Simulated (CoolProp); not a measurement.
Vapour-liquid equilibrium of R1234ze(E) (1) + n-pentane (2) at 4.07 bar; x and y are mole fractions of (1).

Computed with CoolProp (multi-fluid Helmholtz-energy mixture model, Thol 2016 and Thol 2019; pair parameters Bell 2016).

| x | bubble temperature (°C) | y at the bubble point | dew temperature at overall composition x (°C) | liquid density (mol/L) |
|---|---|---|---|---|
| 0.05 | 69.4 | 0.320 | 81.9 | 7.990 |
| 0.15 | 49.9 | 0.633 | 77.6 | 8.387 |
| 0.25 | 39.0 | 0.758 | 72.9 | 8.666 |
| 0.35 | 32.8 | 0.818 | 67.8 | 8.886 |
| 0.45 | 28.9 | 0.853 | 62.2 | … |
| 0.55 | 26.3 | 0.876 | 55.9 | 9.266 |
| 0.65 | … | 0.896 | 48.6 | 9.462 |
| 0.75 | 22.6 | 0.916 | 39.8 | … |
| 0.85 | … | … | 29.2 | 9.928 |
| 0.95 | 19.3 | 0.976 | 20.4 | 10.22 |

Task: What belongs in the gaps?

Result: 
- 0.45, liquid density (mol/L): 9.079
- 0.65, bubble temperature (°C): 24.3
- 0.75, liquid density (mol/L): 9.679
- 0.85, bubble temperature (°C): 21.0
- 0.85, y at the bubble point: 0.941

No azeotrope shows between x = 0.05 and 0.95.

Pair parameters are fitted to limited data, so mixtures are less certain than the pure fluids.
